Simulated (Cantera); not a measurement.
What does this Cantera script print?

```python
import numpy as np
import cantera as ct

gas = ct.Solution("SiF4_NH3_mec.yaml", "gas")
gas.TPX = 2350, 32000, {'NH3': 1, 'N2': 0.13}
reactor = ct.IdealGasConstPressureReactor(gas, energy="off", clone=False)
net = ct.ReactorNet([reactor])
net.rtol, net.atol = 1e-08, 1e-18
show = ['NH3', 'N2H2', 'H2', 'NH2', 'N', 'NH', 'N2']
times = np.geomspace(3e-05, 5, 12)

steps = ct.SolutionArray(gas, extra=["t"])
rows = []
print(f"{'t/s':>10s}{'T/K':>9s}{'P/Pa':>11s}" + "".join(f"{s:>11s}" for s in show))
for t in times:
    while net.time < t:
        t_next = net.step()
        steps.append(gas.state, t=t_next)
    rows.append([np.interp(t, steps.t, y) for y in (steps.T, steps.P, *steps(*show).X.T)])
    print(f"{t:10.3e}{rows[-1][0]:9.1f}{rows[-1][1]:11.4g}" + "".join(f"{x:11.3e}" for x in rows[-1][2:]))
rate = np.gradient(steps.T, steps.t)
print("integrator steps:", len(steps.t))
if steps.T.max() > steps.T[0] + 200:
    print(f"time of steepest temperature rise: {steps.t[rate.argmax()]:.4e} s")
gas.TPX = 2350, 32000, {'NH3': 1, 'N2': 0.13}
gas.equilibrate("TP")
print(f"equilibrium (TP): T = {gas.T:.1f} K  " + "  ".join(f"{s} {gas[s].X[0]:.3e}" for s in show))
```

Result:

```
       t/s      T/K       P/Pa        NH3       N2H2         H2        NH2          N         NH         N2
 3.000e-05   2350.0    3.2e+04  8.781e-01  1.200e-05  2.792e-03  4.019e-03  1.450e-07  3.563e-05  1.149e-01
 8.950e-05   2350.0    3.2e+04  8.622e-01  3.331e-05  1.394e-02  6.220e-03  7.046e-07  7.467e-05  1.173e-01
 2.670e-04   2350.0    3.2e+04  8.146e-01  3.119e-05  5.215e-02  5.652e-03  2.148e-06  9.080e-05  1.272e-01
 7.966e-04   2350.0    3.2e+04  6.931e-01  2.329e-05  1.493e-01  4.544e-03  4.877e-06  1.062e-04  1.524e-01
 2.377e-03   2350.0    3.2e+04  4.514e-01  1.233e-05  3.422e-01  3.135e-03  7.642e-06  1.076e-04  2.022e-01
 7.091e-03   2350.0    3.2e+04  1.585e-01  3.417e-06  5.756e-01  1.495e-03  9.358e-06  8.280e-05  2.625e-01
 2.115e-02   2350.0    3.2e+04  9.381e-03  1.761e-07  6.921e-01  2.304e-04  1.125e-05  3.589e-05  2.930e-01
 6.311e-02   2350.0    3.2e+04  2.266e-05  3.376e-11  6.886e-01  1.930e-06  1.160e-06  1.059e-06  2.931e-01
 1.883e-01   2350.0    3.2e+04  3.885e-06  2.143e-12  6.885e-01  3.328e-07  2.024e-07  1.837e-07  2.931e-01
 5.617e-01   2350.0    3.2e+04  1.501e-06  1.316e-12  6.885e-01  1.286e-07  7.820e-08  7.096e-08  2.931e-01
 1.676e+00   2350.0    3.2e+04  1.221e-06  1.267e-12  6.885e-01  1.046e-07  6.364e-08  5.774e-08  2.931e-01
 5.000e+00   2350.0    3.2e+04  1.219e-06  1.266e-12  6.885e-01  1.045e-07  6.353e-08  5.765e-08  2.931e-01
integrator steps: 1762
equilibrium (TP): T = 2350.0 K  NH3 1.219e-06  N2H2 1.266e-12  H2 6.885e-01  NH2 1.045e-07  N 6.353e-08  NH 5.765e-08  N2 2.931e-01
```

Detailed kinetics in Cantera: the gas-phase N/H chemistry of the illustrative SiF4/NH3 mechanism in the Surface Chemkin manual (1991). Walls and surfaces, which speed up NH3 decomposition in real reactors, are not modelled.
